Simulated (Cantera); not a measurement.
Input: 1 mol Ti(OiPr)4, 4.4 mol CH4, at 925 °C and 0.128 Torr.

Method: chemical equilibrium by Gibbs-energy minimisation in Cantera with the NASA 1993 tables (ideal gas, pure condensed phases). Candidate condensed phases: C, C6H6, C7H8, C8H18, H2O, Ti, TiC, TiO, TiO2, Ti2O3, Ti3O5, Ti4O7; 113 gas species. The feed counts by its element totals alone. TiC: taken at fixed stoichiometry. Equilibrium is a limit: real reactors are often held back by kinetics, nucleation or transport.

Base state: H2 0.851, CO 0.149, H 1.35e-5 (mole fractions); condensed: C(graphite) + TiC(s).

Problem. What changes in the equilibrium state with this change: temperature from 925 °C to 2000 °C?

Solution. 
```csv
species,before,after
H2,0.851,0.449
H,1.35e-5,0.432
CO,0.149,0.117
Ti,<1e-9,0.000464
C2H,<1e-9,6.86e-5
C3,<1e-9,5.94e-5
C,<1e-9,3.16e-5
"C(graphite), mol",11.4,11.3
"TiC(s), mol",1.00,0.984
```
